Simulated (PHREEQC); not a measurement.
A column of 0.2 m (30 cells, dispersivity 0.016 m, 60 s a shift, diffusion coefficient 3e-10 m²/s) holds 0.001 eq of the database's cation exchanger X per kg of pore water, first in equilibrium with 29 mmol/kgw ZnCl2, 0.6 mmol/kgw NaCl and 0.01 mmol/kgw HCl. It is flushed with 0.0032 mol/kgw LiCl and 1e-05 mol/kgw HCl, at 25 °C. Values are for the last cell. The system is closed to CO2. Nothing may precipitate in this run.

The numbers come from PHREEQC with the ion-association model, phreeqc.dat.

**Question.** Predict Na in solution (mol/kgw), Zn in solution (mol/kgw), Cl in solution (mol/kgw), LiX on the exchanger (mol/kgw) at pore volumes = 1.417, 1.517, 1.817.

**Answer.** 
| pore volumes | Na in solution (mol/kgw) | Zn in solution (mol/kgw) | Cl in solution (mol/kgw) | LiX on the exchanger (mol/kgw) |
|---|---|---|---|---|
| 1.417 | 8.28e-5 | 0.00398 | 0.0108 | 1.43e-5 |
| 1.517 | 6.15e-5 | 0.00295 | 0.00881 | 1.73e-5 |
| 1.817 | 2.43e-5 | 0.00118 | 0.00540 | 2.88e-5 |

Species that the database lacks are ignored.
